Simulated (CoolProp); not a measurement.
Values from CoolProp's reference Helmholtz-energy equation of state, Lemmon 2006. It is a short technical equation, of lower accuracy than the large ones.

Q: For acetone, give the phase and the cv (kJ/(kg K)), speed of sound (m/s) at 520.3 K and 0.253 MPa; 520.3 K and 2.53 MPa.

A: 
- 520.3 K and 0.253 MPa: gas; cv 1.79, speed of sound 279
- 520.3 K and 2.53 MPa: gas; cv 1.93, speed of sound 233
